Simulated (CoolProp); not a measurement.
Vapour-liquid equilibrium of C3F8 (R218) (1) + c-C4F8 (RC318) (2) at 670 kPa; x and y are mole fractions of (1).

The numbers come from the multi-fluid Helmholtz-energy mixture model, Lemmon 2006 and Platzer 1990; pair parameters Bell 2016 in CoolProp. This equation is an older, rougher fit; its heat capacities, sound speeds and derivatives of the liquid may be far off and weren't checked against measurements.

```json
[
 {"x": "0.05", "bubble temperature (K)": "323.6", "y at the bubble point": "0.066", "dew temperature at overall composition x (K)": "323.8", "liquid density (mol/L)": "6.942"},
 {"x": "0.2", "bubble temperature (K)": "320.1", "y at the bubble point": "0.285", "dew temperature at overall composition x (K)": "321.7", "liquid density (mol/L)": "7.028"},
 {"x": "0.35", "bubble temperature (K)": "314.8", "y at the bubble point": "0.502", "dew temperature at overall composition x (K)": "318.7", "liquid density (mol/L)": "7.126"},
 {"x": "0.5", "bubble temperature (K)": "308.5", "y at the bubble point": "0.687", "dew temperature at overall composition x (K)": "314.9", "liquid density (mol/L)": "7.222"},
 {"x": "0.65", "bubble temperature (K)": "302.0", "y at the bubble point": "0.826", "dew temperature at overall composition x (K)": "310.0", "liquid density (mol/L)": "7.299"},
 {"x": "0.8", "bubble temperature (K)": "295.9", "y at the bubble point": "0.922", "dew temperature at overall composition x (K)": "303.4", "liquid density (mol/L)": "7.339"},
 {"x": "0.95", "bubble temperature (K)": "290.5", "y at the bubble point": "0.984", "dew temperature at overall composition x (K)": "293.6", "liquid density (mol/L)": "7.331"}
]
```

No azeotrope shows between x = 0.05 and 0.95.

Pair parameters are fitted to limited data, so mixtures are less certain than the pure fluids.
